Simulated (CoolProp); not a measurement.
Vapour-liquid equilibrium of fluoroethane (R161) (1) + R1234yf (2) at 211.4 K; x and y are mole fractions of (1).

The numbers come from the multi-fluid Helmholtz-energy mixture model, Wu 2012 and Lemmon 2022; pair parameters Bell 2016 in CoolProp.

```csv
x,"bubble pressure, mixture model (kPa)","bubble pressure, Raoult's law (kPa)","y, mixture model","y, Raoult's law"
0.05,…,19.42,…,0.074
0.15,21.07,20.40,0.234,0.211
0.25,22.38,21.38,0.359,0.336
0.35,23.57,22.37,0.467,0.450
0.45,24.65,23.35,…,0.554
0.55,25.62,24.33,0.648,0.650
0.65,26.48,25.32,…,0.738
0.75,…,26.30,…,0.820
0.85,27.93,27.28,0.880,0.896
0.95,28.51,28.27,0.959,0.967
```

### Question
Complete the blanks.

### Answer

- 0.05, bubble pressure, mixture model (kPa): 19.66
- 0.05, y, mixture model: 0.085
- 0.45, y, mixture model: 0.562
- 0.65, y, mixture model: 0.728
- 0.75, bubble pressure, mixture model (kPa): 27.26
- 0.75, y, mixture model: 0.804

The largest gap from Raoult's law is +5.6 % in bubble pressure, at x = 0.45. No azeotrope shows between x = 0.05 and 0.95.

Pair parameters are fitted to limited data, so mixtures are less certain than the pure fluids.
